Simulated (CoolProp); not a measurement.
Vapour-liquid equilibrium of R152A (1) + n-butane (2) at 2.25 bar; x and y are mole fractions of (1).

Computed with CoolProp (multi-fluid Helmholtz-energy mixture model, Outcalt 1996 and Bücker 2006; pair parameters Bell 2016).

Problem. Give the bubble temperature and the first vapour's composition at x = 0.5, 0.65, 0.8. Is there an azeotrope?

Solution. x = 0.5: 268.3 K, y = 0.706; x = 0.65: 267.5 K, y = 0.743; x = 0.8: 267.1 K, y = 0.801. y crosses x between x = 0.8 and 0.95: the model has an azeotrope there.

Pair parameters are fitted to limited data, so mixtures are less certain than the pure fluids. With so large a gap from Raoult's law the liquid may split in two, which this calculation doesn't test in full.
